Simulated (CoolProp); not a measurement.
Hydrogen chloride at several states: density (kg/m³) from the reference equation and from simpler models built on Tc = 324.7 K, pc = 83.14 bar, ω = 0.130; each cubic takes its own stable root.

Values from CoolProp's reference Helmholtz-energy equation of state, Thol 2018.

| T (K) | p (bar) | phase | reference |
|---|---|---|---|
| 280.5 | 23.6 | gas | 46.08 |
| 242.8 | 0.568 | gas | 1.033 |
| 634.3 | 76.8 | gas | 54.69 |
| 621.1 | 27.8 | gas | 19.89 |

Task: How far does each simpler model (Soave-Redlich-Kwong, Peng-Robinson) lie from the reference over these 4 states: mean and median of the absolute difference, and the worst?

Result: 
- Soave-Redlich-Kwong: mean 1.5 %, median 1.3 %, worst -3.2 % at 280.5 K and 23.6 bar
- Peng-Robinson: mean 0.6 %, median 0.4 %, worst -1.7 % at 280.5 K and 23.6 bar
